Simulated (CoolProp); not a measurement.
The fluid at 293.15 K and 0.0848 MPa is compressed adiabatically to 0.52 MPa with isentropic efficiency 0.6. The same conditions are run with several fluids, on thermodynamics alone (safety and materials aside).

Model: reference Helmholtz-energy equation of state of each fluid (isobutene: Lemmon 2005; hydrogen sulfide: Lemmon 2006; sulfur hexafluoride: Guder 2009; R134a: Tillner-Roth 1994; R21: Platzer 1990), in CoolProp. The equations of Platzer and Polt are older, rougher fits.

```
fluid                work (kJ/kg)  final temperature (K)  final density (kg/m³)
-------------------  ------------  ---------------------  ---------------------
isobutene                     136                  376.8                   9.98
hydrogen sulfide              269                  549.0                   3.90
sulfur hexafluoride          53.4                  370.2                   25.4
R134a                        76.3                  381.6                   17.5
R21                          77.8                  418.6                   16.1
```
